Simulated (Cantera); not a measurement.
Input: 1 mol HCl, 1.9 mol O2, at 150 bar.

These are equilibrium values from Cantera (NASA tables, ideal gas, pure condensed phases), not measurements of a reactor. Candidate condensed phases: H2O; 14 gas species. The ideal-gas law is rough above about 30 bar. Rates play no part.

Task: At 2127 °C, list the 6 most abundant gas species with their mole fractions, and the condensed phases.

Result: O2 0.626, HCl 0.221, H2O 0.0615, Cl 0.0428, Cl2 0.0393, ClO 0.00486. Condensed: gas only.
